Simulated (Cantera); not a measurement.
## Premixed flame

A freely propagating, adiabatic, planar premixed flame of H2 : O2 : N2 = 0.77 : 0.312 : 1.17 (molar parts), unburnt at 650 K and 3.85 atm; mixture-averaged transport, grid criteria slope 0.08 and curve 0.16, no radiation.

Computed with Cantera and the H2/O2 subset of GRI-Mech 3.0, which has no nitrogen chemistry. The hydrogen kinetics of GRI-Mech 3.0 are dated; newer H2 mechanisms differ, most at raised pressure. Burning velocities carry a grid error of a few per cent, more on coarse grids.

```tsv
z (mm)	T (K)	u (m/s)	x H2	x O2	x H2O2	x H2O	x H	x HO2
-0.247	650	10.0	0.342	0.139	<1e-8	<1e-8	<1e-8	<1e-8
-0.164	650	10.0	0.342	0.139	<1e-8	<1e-8	<1e-8	<1e-8
-0.123	650	10.0	0.342	0.139	<1e-8	<1e-8	<1e-8	1.01e-8
-0.0822	650	10.0	0.342	0.139	<1e-8	4.68e-7	1.24e-8	6.55e-7
-0.0411	671	10.3	0.336	0.139	5.16e-6	0.000763	0.000108	0.000383
-0.0206	907	13.5	0.299	0.134	3.89e-5	0.0216	0.00488	0.000568
0	1378	19.8	0.203	0.0954	1.34e-5	0.107	0.0305	0.000259
0.0206	1722	24.4	0.116	0.0411	3.88e-6	0.206	0.0535	0.000101
0.0411	1894	26.6	0.0875	0.0192	2.34e-6	0.245	0.0553	4.37e-5
0.0822	2065	28.7	0.0805	0.0106	1.35e-6	0.263	0.0454	2.13e-5
0.164	2228	30.7	0.0798	0.00726	8.30e-7	0.276	0.0329	1.25e-5
0.329	2371	32.3	0.0782	0.00454	5.56e-7	0.288	0.0222	6.84e-6
0.658	2482	33.5	0.0761	0.00250	3.80e-7	0.300	0.0145	3.41e-6
```
x: mole fraction of selected species; z is measured from the peak of heat release.

- laminar burning velocity = 1000 cm/s
- thermal thickness = 0.0822 mm
- peak x(H2O2) = 3.93e-5
- peak x(H) = 0.0562
- peak x(HO2) = 0.000730
- grid points = 122
